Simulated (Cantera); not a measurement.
# borazine + H₂O + H₂ (boron, boron nitride and boron oxide)

Charge: 1 mol borazine, 0.32 mol H₂O, 66 mol H₂, equilibrated at 2300 Pa.

Method: chemical equilibrium by Gibbs-energy minimisation in Cantera with the NASA 1993 tables (ideal gas, pure condensed phases). Candidate condensed phases: B, BN, B₂O₃, B₃O₃H₃, H₂O; 39 gas species. The feed counts by its element totals alone. Mutual solubility and eutectic melting of coexisting phases are not modelled. The tables' values for BH₂ are old estimates; treat these amounts as uncertain. Rates play no part.

| T (°C) | log p H₂ | log p H | log p N₂ | log p HBO | log p HBO₂ | log p BO | log p BH₂ | n BN(s) | n B(s) |
|---|---|---|---|---|---|---|---|---|---|
| 1177 | -1.64 | -5.84 | -4.43 | -4.36 | -4.64 | -7.12 | -9.10 | 2.77 | 0 |
| 1227 | -1.64 | -5.57 | -4.37 | -4.21 | -4.82 | -6.73 | -8.59 | 2.74 | 0 |
| 1277 | -1.64 | -5.32 | -4.33 | -4.11 | -5.05 | -6.41 | -8.11 | 2.72 | 0 |
| 1327 | -1.64 | -5.09 | -4.30 | -4.05 | -5.35 | -6.14 | -7.66 | 2.70 | 0 |
| 1377 | -1.64 | -4.86 | -4.29 | -4.02 | -5.69 | -5.92 | -7.23 | 2.69 | 0 |
| 1427 | -1.64 | -4.65 | -4.28 | -4.01 | -6.04 | -5.72 | -6.82 | 2.68 | 0 |
| 1477 | -1.64 | -4.45 | -4.28 | -4.01 | -6.39 | -5.55 | -6.44 | 2.68 | 0 |
| 1527 | -1.64 | -4.27 | -4.28 | -4.01 | -6.73 | -5.38 | -6.08 | 2.68 | 0 |
| 1577 | -1.64 | -4.09 | -4.27 | -4.02 | -7.06 | -5.24 | -5.73 | 2.67 | 0 |
| 1627 | -1.64 | -3.92 | -4.26 | -4.02 | -7.37 | -5.10 | -5.41 | 2.67 | 0 |
| 1677 | -1.64 | -3.76 | -4.25 | -4.04 | -7.68 | -4.97 | -5.11 | 2.66 | 0 |
| 1727 | -1.65 | -3.61 | -3.93 | -4.05 | -7.82 | -4.86 | -4.98 | 2.28 | 0.365 |
| 1777 | -1.65 | -3.47 | -3.61 | -4.07 | -7.96 | -4.75 | -4.86 | 1.50 | 1.14 |
log p: log10 of the partial pressure in bar; n: condensed amount in mol.

From 1177 °C to 1677 °C the condensed part is BN(s). From 1727 °C to 1777 °C the condensed part is B(s) + BN(s). The main B-bearing gas is HBO throughout. The share of B in condensed phases is highest at 1177 °C (92.4 %) and lowest at 1777 °C (87.8 %).
